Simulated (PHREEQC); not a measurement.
Dissolve 0.0048 mol/kgw HF, 0.28 mol/kgw (CH3)4NF and 0.00062 mol/kgw H2SiF6 at 25 °C. Closed to the air; pH follows from the charge balance.

Computed with PHREEQC (ion-association model, phreeqc.dat).

Each row changes one thing in this solution. No solid was allowed to form.

| case | pH | F- (mol/kgw) | HF2- (mol/kgw) | HF (mol/kgw) | H4SiO4 (mol/kgw) | SI of Quartz (SiO2) |
|---|---|---|---|---|---|---|
| as made | 4.95 | 0.276 | 0.00308 | 0.00295 | 1.44e-10 | -5.83 |
| (CH3)4NF from 0.28 to 0.056 mol/kgw | ? | 0.0538 | 0.00102 | ? | ? | -5.12 |
| temperature from 25 to 80 °C | 5.43 | 0.276 | 0.00324 | 0.00280 | 9.26e-7 | -2.70 |
| diluted 5-fold with water | 4.83 | 0.0556 | 0.000209 | ? | 9.34e-8 | ? |

Q: Some entries are withheld; supply them.

A: 
- (CH3)4NF from 0.28 to 0.056 mol/kgw, pH: 4.11
- (CH3)4NF from 0.28 to 0.056 mol/kgw, HF (mol/kgw): 0.00493
- (CH3)4NF from 0.28 to 0.056 mol/kgw, H4SiO4 (mol/kgw): 7.80e-10
- diluted 5-fold with water, HF (mol/kgw): 0.000982
- diluted 5-fold with water, SI of Quartz (SiO2): -3.04

Species that the database lacks are ignored. (CH3)4N+ isn't in the database: it is added as a free cation with an ion size of 4 Å. At this temperature some constants are extrapolated from 25 °C, and those without enthalpy data are left unchanged. SiF6-2 is the database's only silicon fluoride.
